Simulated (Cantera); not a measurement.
An adiabatic, constant-volume homogeneous reactor starts with CO : H₂ : O₂ : N₂ : H₂O = 1 : 1.2 : 1.53 : 5.19 : 1.8 (molar parts), equivalence ratio 0.72, at 1625 K and 1.20 bar. Integrator tolerance rtol = 1e-08.

Model: GRI-Mech 3.0 (53 species, 325 reactions), integrated in Cantera.

Problem. What does this change do: initial temperature 1625 to 1373 K?

Solution. 
```json
[
 {"quantity": "time of steepest temperature rise", "before": "11.4 µs", "after": "25.2 µs"},
 {"quantity": "temperature at 0.800 s", "before": "2720 K", "after": "2644 K"},
 {"quantity": "equilibrium temperature", "before": "2720 K", "after": "2644 K"},
 {"quantity": "x(CO) at 0.800 s", "before": "0.0264 (gas-phase equilibrium 0.0264)", "after": "0.0198 (gas-phase equilibrium 0.0198)"},
 {"quantity": "x(H₂) at 0.800 s", "before": "0.0143 (gas-phase equilibrium 0.0143)", "after": "0.0104 (gas-phase equilibrium 0.0104)"},
 {"quantity": "x(O₂) at 0.800 s", "before": "0.0486 (gas-phase equilibrium 0.0486)", "after": "0.0465 (gas-phase equilibrium 0.0465)"},
 {"quantity": "x(HO₂) at 0.800 s", "before": "1.55e-5 (gas-phase equilibrium 1.55e-5)", "after": "1.33e-5 (gas-phase equilibrium 1.33e-5)"},
 {"quantity": "x(NO) at 0.800 s", "before": "0.0128 (gas-phase equilibrium 0.0128)", "after": "0.0112 (gas-phase equilibrium 0.0112)"}
]
```
